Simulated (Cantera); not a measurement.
Feed: 1 mol SiHCl3, 79 mol N2, at 1423 K and 56.3 Torr.

These are equilibrium values from Cantera (NASA tables, ideal gas, pure condensed phases), not measurements of a reactor. Candidate condensed phases: NH4Cl, Si, Si3N4; 28 gas species. N2 is the only nitrogen source here; it is nearly inert below about 1500 K, so the nitride shown seldom forms there in practice. The tables' values for SiCl3 are old estimates; treat these amounts as uncertain. The numbers say what is thermodynamically allowed, not how fast it happens.

Base state: N2 0.980, HCl 0.0116, SiCl4 0.00403, SiCl2 0.00244, SiCl3 0.00157, H2 0.000426, SiHCl3 1.15e-5, Cl 1.11e-5 (mole fractions); condensed: Si3N4(s).

Q: What changes in the equilibrium state with this change: SiHCl3 replaced by SiCl4?

A: 
```
species          before     after
-------------  --------  --------
N2                0.980     0.987
SiCl4           0.00403    0.0123
Cl              1.11e-5  0.000243
HCl              0.0116         0
H2             0.000426         0
SiHCl3          1.15e-5         0
SiCl2           0.00244   1.56e-5
SiCl3           0.00157  0.000220
Si3N4(s), mol     0.118         0
```

Q: What changes in the equilibrium state with this change: temperature from 1423 K to 1675 K?

A: 
```tsv
species	before	after
N2	0.980	0.976
SiCl2	0.00244	0.0111
HCl	0.0116	0.0108
SiCl4	0.00403	0.000209
H	5.00e-7	1.19e-5
Cl	1.11e-5	0.000126
SiHCl3	1.15e-5	2.79e-6
H2	0.000426	0.000794
Si3N4(s), mol	0.118	0
```
